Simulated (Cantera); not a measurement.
A closed system holds: 1 mol SiCl4, 0.62 mol O2, 43 mol H2, held at 10.0 mbar.

Cantera equilibrium calculation (NASA polynomials, part measured and part estimated; ideal gas, pure solids and liquids). Candidate condensed phases: H2O, Si, SiO2; 30 gas species. The tables hold silica as quartz up to 1696 K and as liquid above; real silica turns to tridymite and cristobalite and melts near 1996 K. Equilibrium is a limit: real reactors are often held back by kinetics, nucleation or transport.

What share of the Si ends up in condensed phases as a function of T (K), at 875, 975, 1075, 1175, 1275, 1375, 1475, 1575, 1675, 1775, 1875, 1975?


```
T (K)  Si condensed (%)              as
-----  ----------------  --------------
875                62.0  SiO2(β-quartz)
975                62.0  SiO2(β-quartz)
1075               62.0  SiO2(β-quartz)
1175               62.0  SiO2(β-quartz)
1275               61.4  SiO2(β-quartz)
1375               56.0  SiO2(β-quartz)
1475               36.7  SiO2(β-quartz)
1575               24.6  SiO2(β-quartz)
1675               20.4  SiO2(β-quartz)
1775                0.0               -
1875                0.0               -
1975                0.0               -
```
